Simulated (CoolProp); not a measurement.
Vapour-liquid equilibrium of CH2F2 (R32) (1) + R152A (2) at 311.2 K; x and y are mole fractions of (1).

The numbers come from the multi-fluid Helmholtz-energy mixture model, Tillner-Roth 1997 and Outcalt 1996; pair parameters Bell 2016 in CoolProp.

Task: Give the bubble pressure and the first vapour's composition at x = 0.35, 0.5, 0.65. Is there an azeotrope?

Result: x = 0.35: 1.349 MPa, y = 0.533; x = 0.5: 1.566 MPa, y = 0.674; x = 0.65: 1.791 MPa, y = 0.789. No azeotrope shows between x = 0.05 and 0.95.

Pair parameters are fitted to limited data, so mixtures are less certain than the pure fluids.
